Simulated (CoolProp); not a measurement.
R1336mzz(E) at 298.15 K and 0.151 MPa is compressed adiabatically to 0.354 MPa with isentropic efficiency 0.6. Each further row changes one setting.

Computed with CoolProp (reference Helmholtz-energy equation of state, Akasaka 2023).

| case | work (kJ/kg) | final temperature (K) | final density (kg/m³) |
|---|---|---|---|
| as stated | [?] | [?] | 24.0 |
| efficiency 1 | 12.1 | [?] | 25.0 |
| efficiency 0.65 | 18.7 | [?] | 24.2 |

Question: Some entries are withheld; supply them.

Answer: 
- as stated, work (kJ/kg): 20.2
- as stated, final temperature (K): 326.2
- efficiency 1, final temperature (K): 317.2
- efficiency 0.65, final temperature (K): 324.5
